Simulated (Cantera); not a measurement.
Standard-state values (1 bar) from the NASA 1993 polynomials, evaluated with Cantera. Values are per mole of reaction as written; species without (g) are pure solids or liquids, kept so even where they would boil at 1 bar.

4 Li + O2(g) → 2 Li2O

```csv
T (K),ΔH° (kJ),ΔS° (J/K),ΔG° (kJ),log10 K
1225,-1201.8,-270.8,-870.1,37.10
1250,-1201.0,-270.1,-863.4,36.08
1275,-1200.2,-269.5,-856.6,35.09
1300,-1199.3,-268.8,-849.9,34.15
1325,-1198.4,-268.1,-843.2,33.24
1350,-1197.5,-267.5,-836.5,32.36
1375,(withheld),(withheld),(withheld),(withheld)
1400,-1195.7,-266.1,-823.1,30.71
1425,(withheld),(withheld),(withheld),(withheld)
1450,-1193.8,-264.8,-809.9,29.17
1475,-1192.9,-264.1,-803.2,28.45
```

Some entries are withheld; supply them.


- 1375, ΔH° (kJ): -1196.6
- 1375, ΔS° (J/K): -266.8
- 1375, ΔG° (kJ): -829.8
- 1375, log10 K: 31.52
- 1425, ΔH° (kJ): -1194.8
- 1425, ΔS° (J/K): -265.5
- 1425, ΔG° (kJ): -816.5
- 1425, log10 K: 29.93
